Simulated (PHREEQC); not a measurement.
PHREEQC input (ion-association model, phreeqc.dat):

```
SOLUTION 0
  temp 25
  units mmol/kgw
  pH 7 charge
  Cl 1.09
  Cu(2) 0.54
  O(0) 1 O2(g) -0.68
SOLUTION 1-30
  temp 25
  units mmol/kgw
  pH 7 charge
  Cl 20.21
  Cd 9.2
  Mg 0.9
  O(0) 1 O2(g) -0.68
END
EXCHANGE 1-30
  X 0.00047
  -equilibrate 1
END
SELECTED_OUTPUT 1
  -reset false
  -pH true
  -pe true
  -ionic_strength true
  -water true
  -step true
  -totals Cd Cl Cu Mg Cu(1) Cu(2)
  -molalities MgX2 CdX2 CuX2
  -saturation_indices Cd(OH)2
PRINT
  -reset false
TRANSPORT
  -cells 30
  -shifts 90
  -lengths 0.0166667
  -time_step 60
  -dispersivities 0.018
  -boundary_conditions flux flux
  -correct_disp true
  -punch_cells 30
  -punch_frequency 3
END
```

Selected output (columns that matter, 12 of 31 rows; pore volumes added in front):

```
pore volumes	pH	mu	Cd	Cl	Cu	Mg	m_MgX2	m_CdX2	m_CuX2	si_Cd(OH)2
0	5.0438	0.021463	0.0092	0.02021	0	0.0009	2.4504e-05	0.0002105	0	-6.1221
0.3167	5.0438	0.021463	0.0092	0.02021	6.2046e-10	0.0009	2.4504e-05	0.0002105	1.6469e-11	-6.1221
0.5167	5.0436	0.021327	0.0091253	0.020053	3.1693e-06	0.00089324	2.4452e-05	0.00021046	8.4589e-08	-6.1242
0.8167	5.037	0.01689	0.0067719	0.015114	0.00010839	0.00067171	2.2482e-05	0.00020897	3.5524e-06	-6.2052
1.1167	5.0206	0.008429	0.0027888	0.0066805	0.00026305	0.00028344	1.7892e-05	0.0002007	1.6406e-05	-6.473
1.4167	5.007	0.0035193	0.00086245	0.0025264	0.00030843	8.7307e-05	1.3202e-05	0.00017545	4.6349e-05	-6.8835
1.6167	5.0012	0.0022872	0.00042226	0.0015904	0.00032739	4.053e-05	9.881e-06	0.00014567	7.9448e-05	-7.1629
1.9167	4.9946	0.0017309	0.00018212	0.0011796	0.00038784	1.4832e-05	5.239e-06	9.3302e-05	0.00013646	-7.5194
2.2167	4.9896	0.0016348	8.6846e-05	0.0011044	0.00045463	5.7189e-06	2.2967e-06	5.0816e-05	0.00018189	-7.8468
2.5167	4.9866	0.0016238	4.0057e-05	0.0010922	0.00049891	2.1127e-06	8.9053e-07	2.4615e-05	0.00020949	-8.1885
2.7167	4.9854	0.001624	2.3147e-05	0.0010906	0.0005161	1.0539e-06	4.5117e-07	1.4447e-05	0.0002201	-8.429
3.0167	4.9845	0.0016253	9.7127e-06	0.0010901	0.00052997	3.5595e-07	1.542e-07	6.134e-06	0.00022871	-8.8081
```
